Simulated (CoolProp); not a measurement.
The numbers come from the reference Helmholtz-energy equation of state, Gedanitz 2015 in CoolProp.

Q: Give the vapour pressure (MPa), enthalpy of vaporisation (kJ/kg), vapour Z, surface tension (mN/m) of saturated cyclopentane at 294, 299.1, 339.7 K.

A: 
```json
[
 {"T (K)": "294", "p (MPa)": "0.0359", "enthalpy of vaporisation (kJ/kg)": "410", "vapour Z": "0.984", "surface tension (mN/m)": "22.4"},
 {"T (K)": "299.1", "p (MPa)": "0.0440", "enthalpy of vaporisation (kJ/kg)": "406", "vapour Z": "0.981", "surface tension (mN/m)": "21.7"},
 {"T (K)": "339.7", "p (MPa)": "0.173", "enthalpy of vaporisation (kJ/kg)": "376", "vapour Z": "0.948", "surface tension (mN/m)": "16.2"}
]
```

Surface tension comes from a separate correlation (Mulero 2014).
